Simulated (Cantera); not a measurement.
Charge: 1 mol CaCl₂, 2.2 mol O₂, 24 mol N₂, at 4.10e-5 bar.

Cantera equilibrium calculation (NASA polynomials, part measured and part estimated; ideal gas, pure solids and liquids). Candidate condensed phases: Ca, CaCl₂, CaO; 17 gas species. Mutual solubility and eutectic melting of coexisting phases are not modelled. Condensed phases not in the tables: oxide chlorides. Rates play no part.

Problem. What share of the Ca ends up in condensed phases as a function of T (K), at 1023, 1098, 1173, 1248, 1323, 1398, 1473, 1548, 1623, 1698, 1773, 1848, 1923, 1998?

Solution. 
```
T (K)  Ca condensed (%)                 as
-----  ----------------  -----------------
1023               96.7  CaCl₂(s) + CaO(s)
1098               65.9  CaCl₂(l) + CaO(s)
1173               12.9             CaO(s)
1248               16.2             CaO(s)
1323               20.3             CaO(s)
1398               24.9             CaO(s)
1473               29.8             CaO(s)
1548               34.9             CaO(s)
1623               40.1             CaO(s)
1698               45.2             CaO(s)
1773               50.1             CaO(s)
1848               54.5             CaO(s)
1923               57.9             CaO(s)
1998               58.7             CaO(s)
```
